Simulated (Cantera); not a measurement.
A closed system holds: 1 mol BN, 2.5 mol O₂, equilibrated at 4.40 mbar.

These are equilibrium values from Cantera (NASA tables, ideal gas, pure condensed phases), not measurements of a reactor. Candidate condensed phases: B, BN, B₂O₃; 17 gas species. Equilibrium is a limit: real reactors are often held back by kinetics, nucleation or transport.

**Question.** What share of the B ends up in condensed phases as a function of T (K), at 850, 950, 1050, 1150, 1250, 1350, 1450, 1550, 1650, 1750, 1850?

**Answer.** 
```
T (K)  B condensed (%)       as
-----  ---------------  -------
850              100.0  B₂O₃(l)
950              100.0  B₂O₃(l)
1050             100.0  B₂O₃(l)
1150             100.0  B₂O₃(l)
1250             100.0  B₂O₃(l)
1350              99.9  B₂O₃(l)
1450              99.2  B₂O₃(l)
1550              93.6  B₂O₃(l)
1650              59.6  B₂O₃(l)
1750               0.0        -
1850               0.0        -
```
